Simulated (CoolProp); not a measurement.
A Linde-Hampson liquefier for oxygen: isothermal reversible compression at 230 K from 1 atm to 15 MPa, throttling to 1 atm, return gas leaving the recuperator 2 K below the feed. Each further row changes one setting.

Computed with CoolProp (reference Helmholtz-energy equation of state, Schmidt 1985).

```csv
case,liquid yield per pass,compression work (kJ/kg of gas)
as stated,0.177,283
high pressure 30 MPa,0.270,316
warm-end temperature 260 K,0.121,327
warm-end gap 7 K,0.166,283
```
